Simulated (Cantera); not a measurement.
A perfectly stirred reactor is fed with 15.6 % C2H6, 84.4 % N2, at 825 Torr; it is held at 1450 K, and followed from long to short residence time.

Model: GRI-Mech 3.0 (53 species, 325 reactions), integrated in Cantera. GRI-Mech 3.0 stops at C3 and has no aromatics, soot or wall deposition, so with more carbon than oxygen in the feed, carbon stays in small species such as C2H2 where larger ones or solid carbon would form.

x: mole fraction; the columns are a selection and need not sum to one.

```json
[
 {"τ (s)": "5.4", "x C2H6": "7.31e-5", "x HCN": "5.05e-9", "x CH2": "5.82e-10", "x C2H": "3.66e-9", "x CH3": "2.64e-5", "x H": "4.96e-6"},
 {"τ (s)": "2.0", "x C2H6": "0.000134", "x HCN": "3.83e-9", "x CH2": "9.50e-10", "x C2H": "4.63e-9", "x CH3": "3.40e-5", "x H": "6.28e-6"},
 {"τ (s)": "0.72", "x C2H6": "0.000257", "x HCN": "3.47e-9", "x CH2": "1.71e-9", "x C2H": "6.34e-9", "x CH3": "4.48e-5", "x H": "8.68e-6"},
 {"τ (s)": "0.26", "x C2H6": "0.000496", "x HCN": "3.47e-9", "x CH2": "3.20e-9", "x C2H": "8.88e-9", "x CH3": "5.97e-5", "x H": "1.24e-5"},
 {"τ (s)": "0.096", "x C2H6": "0.000967", "x HCN": "3.58e-9", "x CH2": "6.04e-9", "x C2H": "1.22e-8", "x CH3": "8.10e-5", "x H": "1.73e-5"},
 {"τ (s)": "0.035", "x C2H6": "…", "x HCN": "3.68e-9", "x CH2": "…", "x C2H": "…", "x CH3": "…", "x H": "…"},
 {"τ (s)": "0.013", "x C2H6": "0.00416", "x HCN": "3.74e-9", "x CH2": "2.26e-8", "x C2H": "1.90e-8", "x CH3": "0.000165", "x H": "2.96e-5"},
 {"τ (s)": "0.0047", "x C2H6": "0.00935", "x HCN": "3.75e-9", "x CH2": "4.48e-8", "x C2H": "2.00e-8", "x CH3": "0.000249", "x H": "3.54e-5"},
 {"τ (s)": "0.0017", "x C2H6": "…", "x HCN": "3.63e-9", "x CH2": "…", "x C2H": "…", "x CH3": "…", "x H": "3.84e-5"},
 {"τ (s)": "0.00063", "x C2H6": "0.0474", "x HCN": "3.28e-9", "x CH2": "1.54e-7", "x C2H": "1.05e-8", "x CH3": "0.000575", "x H": "3.70e-5"},
 {"τ (s)": "0.00023", "x C2H6": "0.0884", "x HCN": "2.73e-9", "x CH2": "2.21e-7", "x C2H": "4.62e-9", "x CH3": "0.000772", "x H": "3.19e-5"}
]
```

**Question.** What belongs in the gaps?

**Answer.** 
- 0.035, x C2H6: 0.00197
- 0.035, x CH2: 1.17e-8
- 0.035, x C2H: 1.59e-8
- 0.035, x CH3: 0.000114
- 0.035, x H: 2.33e-5
- 0.0017, x C2H6: 0.0216
- 0.0017, x CH2: 8.76e-8
- 0.0017, x C2H: 1.70e-8
- 0.0017, x CH3: 0.000385
